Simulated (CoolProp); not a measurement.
Vapour-liquid equilibrium of CH2F2 (R32) (1) + R125 (2) at 947 kPa; x and y are mole fractions of (1).

Values from CoolProp's multi-fluid Helmholtz-energy mixture model, Tillner-Roth 1997 and Lemmon 2005; pair parameters Lemmon 2004.

```csv
x,"bubble temperature, mixture model (°C)","bubble temperature, Raoult's law (°C)","y, mixture model","y, Raoult's law"
0.05,10.8,11.0,0.063,0.060
0.15,9.6,10.3,___,0.177
0.25,8.5,9.6,0.295,0.289
0.35,7.6,8.9,0.399,0.396
0.45,6.8,8.2,0.496,0.499
0.55,6.1,7.6,___,0.598
0.65,5.6,6.9,___,0.693
0.75,___,6.3,0.766,0.785
0.85,___,5.7,0.856,0.873
0.95,___,5.1,0.950,0.958
```

### Question
Complete the blanks.

### Answer

- 0.15, y, mixture model: 0.183
- 0.55, y, mixture model: 0.589
- 0.65, y, mixture model: 0.678
- 0.75, bubble temperature, mixture model (°C): 5.2
- 0.85, bubble temperature, mixture model (°C): 4.9
- 0.95, bubble temperature, mixture model (°C): 4.8

The largest gap from Raoult's law is -1.5 K in bubble temperature, at x = 0.55. No azeotrope shows between x = 0.05 and 0.95.

The pair parameters rest on a limited set of measurements; away from them the model extrapolates.
